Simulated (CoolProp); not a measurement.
The numbers come from the reference Helmholtz-energy equation of state, Lemmon and Jacobsen 2000 in CoolProp.

Task: Give the vapour pressure (kPa), liquid density (kg/m³), vapour density (kg/m³), enthalpy of vaporisation (kJ/kg) of saturated R143a at 190.5, 294.2 K.

Result: 
```
T (K)  p (kPa)  liquid density (kg/m³)  vapour density (kg/m³)  enthalpy of vaporisation (kJ/kg)
-----  -------  ----------------------  ----------------------  --------------------------------
190.5     13.1                    1260                   0.704                               249
294.2     1140                     947                    51.4                               164
```
